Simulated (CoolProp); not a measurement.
Properties of ethanol along the isotherm 300.45 °C.

Values from CoolProp's reference Helmholtz-energy equation of state, Schroeder 2014.

| p (kPa) | phase | Z | speed of sound (m/s) | Joule-Thomson coefficient (K/MPa) | isothermal compressibility (1/MPa) | conductivity (mW/(m K)) | Prandtl number |
|---|---|---|---|---|---|---|---|
| 9.91 | gas | 0.9997 | 335.2 | 6.101 | 100.9 | 47.3 | 0.811 |
| 16 | gas | 0.9996 | 335.2 | 6.102 | 62.53 | 47.4 | 0.811 |
| 25.9 | gas | 0.9993 | 335.1 | 6.102 | 38.64 | 47.4 | 0.811 |
| 41.8 | gas | 0.9988 | 335.0 | 6.103 | 23.95 | 47.4 | 0.811 |
| 67.5 | gas | 0.9981 | 334.8 | 6.105 | 14.84 | 47.4 | 0.811 |
| 109 | gas | 0.9969 | 334.5 | 6.108 | 9.203 | 47.5 | 0.812 |
| 176 | gas | 0.9950 | 334.1 | 6.112 | 5.710 | 47.6 | 0.813 |
| 285 | gas | 0.9920 | 333.3 | 6.119 | 3.537 | 47.8 | 0.814 |
| 460 | gas | 0.9870 | 332.1 | 6.130 | 2.203 | 48.1 | 0.816 |
| 743 | gas | 0.9788 | 330.0 | 6.148 | 1.375 | 48.6 | 0.820 |
| 1200 | gas | 0.9654 | 326.7 | 6.180 | 0.8640 | 49.5 | 0.826 |
| 1940 | gas | 0.9432 | 321.2 | 6.235 | 0.5480 | 51.0 | 0.838 |
| 3130 | gas | 0.9054 | 311.9 | 6.339 | 0.3558 | 53.8 | 0.863 |

Viscosity comes from a separate model (Kiselev 2005). Thermal conductivity comes from a separate model (Assael 2013).
